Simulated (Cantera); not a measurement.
## Silicon oxide and oxynitride deposition: Si2H6 + H2O + H2

Charge: 1 mol Si2H6, 1.9 mol H2O, 13 mol H2, held at 1050 °C.

These are equilibrium values from Cantera (NASA tables, ideal gas, pure condensed phases), not measurements of a reactor. Candidate condensed phases: H2O, Si, SiO2; 18 gas species. The feed counts by its element totals alone. Mutual solubility and eutectic melting of coexisting phases are not modelled. The tables hold silica as quartz up to 1696 K and as liquid above; real silica turns to tridymite and cristobalite and melts near 1996 K. Rates play no part.

| P (Pa) | x H2 | x SiO | x H | x Si | x SiH4 | x H2O | x SiH2 | x SiH | n Si(s) | n SiO2(β-quartz) |
|---|---|---|---|---|---|---|---|---|---|---|
| 5 | 0.904 | 0.0959 | 0.000214 | 1.78e-6 | 3.28e-11 | 1.25e-7 | 1.02e-7 | 8.78e-8 | 0.1000 | 0 |
| 26 | 0.949 | 0.0510 | 9.60e-5 | 3.43e-7 | 1.88e-10 | 3.64e-7 | 1.07e-7 | 3.94e-8 | 0.569 | 0.469 |
| 140 | 0.990 | 0.00948 | 4.23e-5 | 6.37e-8 | 1.10e-9 | 3.80e-7 | 1.12e-7 | 1.74e-8 | 0.964 | 0.864 |
| 710 | 0.998 | 0.00187 | 1.88e-5 | 1.26e-8 | 5.68e-9 | 3.83e-7 | 1.13e-7 | 7.74e-9 | 1.03 | 0.933 |
| 3700 | 1.000 | 0.000359 | 8.26e-6 | 2.41e-9 | 2.97e-8 | 3.83e-7 | 1.13e-7 | 3.39e-9 | 1.05 | 0.947 |
| 19000 | 1.000 | 6.98e-5 | 3.65e-6 | 4.69e-10 | 1.53e-7 | 3.83e-7 | 1.13e-7 | 1.50e-9 | 1.05 | 0.949 |
| 100000 | 1.000 | 1.33e-5 | 1.59e-6 | 8.91e-11 | 8.03e-7 | 3.83e-7 | 1.13e-7 | 6.53e-10 | 1.05 | 0.950 |
x: gas mole fraction; n: condensed amount in mol.

At 5.00e-5 bar the condensed part is Si(s). From 0.000260 bar to 1.00 bar the condensed part is Si(s) + SiO2(β-quartz). The main Si-bearing gas is SiO throughout. The share of Si in condensed phases is highest at 1.00 bar (100.0 %) and lowest at 5.00e-5 bar (5.0 %).
